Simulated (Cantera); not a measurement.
A Cantera script and what it prints.

```python
import numpy as np
import cantera as ct

gas_names = """
    Mg MgO MgS Mg2 O O2 O3 S SO SO2 SO3 S2 S2O S8
""".split()
cond_names = """
    Mg(cr) Mg(L) MgO(s) MgO(L) MgS(s) MgSO4(s) MgSO4(L) S(cr1) S(cr2) S(L)
""".split()


# ... load() reads the species with a 1 bar reference pressure and builds the phases ...
atoms = {
    'MgO': {'Mg': 1, 'O': 1},
    'SO3': {'S': 1, 'O': 3},
    'O2': {'O': 2},
}
top_T = {'MgS(s)': 2250}  # K; cautious upper limits of use, not melting points


# ... equilibrate(T, P, feed) seeds the gas with the atoms and calls Mixture.equilibrate('TP', solver="vcs", rtol=1e-11, max_steps=5000) ...
results = []
feed = {'MgO': 1, 'SO3': 1.5, 'O2': 3.1}  # mol
P = 5400  # Pa
for T in [650, 750, 850, 950, 1050, 1150, 1250, 1350, 1450]:
    mix = equilibrate(T, P, feed)
    results.append((T, P, feed, dict(zip(mix.species_names, mix.species_moles))))

top = {s: max(r[3][s] / sum(r[3][g] for g in gas_names) for r in results) for s in gas_names}
cols = sorted((s for s in top if top[s] > 0.0001), key=lambda s: -top[s])[:7]
seen = [c for c in cond_names if any(r[3].get(c, 0) > 1e-12 for r in results)]
print("log10 of partial pressures in bar; condensed amounts in mol")
print(f"{'T/K':>10s}" + "".join(f"{s[:9]:>10s}" for s in cols + seen))
for T, P, feed, n in results:
    ng = sum(n[g] for g in gas_names)
    print(f"{T:10.4g}" + "".join(f"{np.log10(max(n[s] / ng * P / 1e5, 1e-99)):10.3f}" for s in cols)
          + "".join(f"{n.get(c, 0):10.4g}" for c in seen))
```

Result:

```
log10 of partial pressures in bar; condensed amounts in mol
       T/K        O2       SO2       SO3    MgO(s)  MgSO4(s)
       650    -1.333    -4.484    -2.127         0         1
       750    -1.332    -3.447    -2.148         0         1
       850    -1.331    -2.747    -2.253         0         1
       950    -1.330    -2.379    -2.518         0         1
      1050    -1.329    -2.237    -2.887         0         1
      1150    -1.328    -2.187    -3.258         0         1
      1250    -1.411    -1.833    -3.296         1         0
      1350    -1.411    -1.826    -3.588         1         0
      1450    -1.411    -1.823    -3.841         1         0
```

Method: chemical equilibrium by Gibbs-energy minimisation in Cantera with the NASA 1993 tables (ideal gas, pure condensed phases).
